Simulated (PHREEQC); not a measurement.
Nickel, zinc or cadmium bath (model solution)

A solution holds 0.0053 mol NiCl2, 0.00012 mol KCl and 0.2 mol MnSO4 per kg of water, at 25 °C. Closed to the air; pH follows from the charge balance.

Model: ion-association model, wateq4f.dat, run in PHREEQC.

Each row changes one thing in this solution. Precipitation was switched off in this run.

| case | pH | ionic strength (mol/kgw) | Cl- (mol/kgw) | K+ (mol/kgw) |
|---|---|---|---|---|
| as made | 6.30 | 0.416 | 0.00969 | 0.000105 |
| MnSO4 replaced by NaHSO4 at the same molality | 1.22 | 0.333 | 0.0107 | 0.000109 |
| temperature from 25 to 60 °C | 5.90 | 0.341 | 0.00988 | 9.97e-5 |
| temperature from 25 to 75 °C | 5.78 | 0.318 | 0.00994 | 9.78e-5 |
| NiCl2 replaced by CaCl2 at the same molality | 6.33 | 0.416 | 0.00971 | 0.000105 |
| KCl from 0.00012 to 1.2e-05 mol/kgw | 6.30 | 0.416 | 0.00959 | 1.05e-5 |
| NiCl2 left out | 6.33 | 0.406 | 0.000109 | 0.000105 |
| NiCl2 from 0.0053 to 0.00477 mol/kgw | 6.30 | 0.415 | 0.00873 | 0.000105 |
| MnSO4 left out | 6.17 | 0.0158 | 0.0106 | 0.000120 |

Species that the database lacks are ignored. In wateq4f.dat the enthalpy of Ni(OH)2 has the wrong sign, so its saturation index can't be trusted away from 25 °C. Away from 25 °C the constants follow the database's enthalpies or fits; those with neither stay at their 25 °C values.
